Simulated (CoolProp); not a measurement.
Water along the isobar 544 bar: fugacity coefficient from the reference equation and from simpler models built on Tc = 647.1 K, pc = 220.6 bar, ω = 0.344; each cubic takes its own stable root.

The numbers come from the reference Helmholtz-energy equation of state, Wagner 2002 in CoolProp.

```
T (K)   phase  reference  Redlich-Kwong  Soave-Redlich-Kwong  Peng-Robinson
-----  ------  ---------  -------------  -------------------  -------------
575.7  liquid     0.1607         0.2159               0.1851         0.1738
579.4  liquid     0.1676         0.2227               0.1928         0.1810
583.1  liquid     0.1746         0.2296               0.2007         0.1885
586.8  liquid     0.1818         0.2365               0.2088         0.1960
590.4  liquid     0.1889         0.2433               0.2167         0.2035
594.1  liquid     0.1964         0.2504               0.2251         0.2113
597.8  liquid     0.2040         0.2575               0.2335         0.2193
601.4  liquid     0.2116         0.2645               0.2419         0.2271
605.1  liquid     0.2195         0.2718               0.2506         0.2353
608.8  liquid     0.2276         0.2790               0.2595         0.2436
612.5  liquid     0.2358         0.2864               0.2684         0.2520
616.1  liquid     0.2439         0.2936               0.2773         0.2603
619.8  liquid     0.2523         0.3010               0.2864         0.2690
623.5  liquid     0.2609              …               0.2957         0.2777
627.2  liquid          …         0.3159                    …         0.2865
```

Q: What belongs in the gaps?

A: 
- 623.5, Redlich-Kwong: 0.3084
- 627.2, reference: 0.2696
- 627.2, Soave-Redlich-Kwong: 0.3050
